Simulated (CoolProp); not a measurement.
Ethane at 288.73 K and 1.56 MPa is throttled through a valve to 0.333 MPa with no heat exchange. Each further row changes one setting.

Values from CoolProp's reference Helmholtz-energy equation of state, Bücker 2006.

| case | temperature change (K) | final density (kg/m³) |
|---|---|---|
| as stated | … | … |
| outlet pressure 0.0999 MPa | … | … |
| outlet pressure 0.433 MPa | … | … |

Q: Some entries are withheld; supply them.

A: 
- as stated, temperature change (K): -16.9
- as stated, final density (kg/m³): 4.59
- outlet pressure 0.0999 MPa, temperature change (K): -20.2
- outlet pressure 0.0999 MPa, final density (kg/m³): 1.36
- outlet pressure 0.433 MPa, temperature change (K): -15.5
- outlet pressure 0.433 MPa, final density (kg/m³): 5.99
